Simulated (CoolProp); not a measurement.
n-perfluorobutane at several states: density (kg/m³) from the reference equation and from simpler models built on Tc = 113.2 °C, pc = 23.22 bar, ω = 0.372; each cubic takes its own stable root.

Values from CoolProp's reference Helmholtz-energy equation of state, Gao 2022.

```
T (°C)  p (bar)   phase  reference
------  -------  ------  ---------
32.75      49.2  liquid       1502
91.95        22  liquid       1170
-2.45      4.98  liquid       1600
```

### Question
How far does each simpler model (Soave-Redlich-Kwong, Peng-Robinson) lie from the reference over these 3 states: mean and median of the absolute difference, and the worst?

### Answer
- Soave-Redlich-Kwong: mean 8.0 %, median 5.4 %, worst -13.7 % at 91.95 °C and 22 bar
- Peng-Robinson: mean 5.7 %, median 7.0 %, worst +7.3 % at 32.75 °C and 49.2 bar
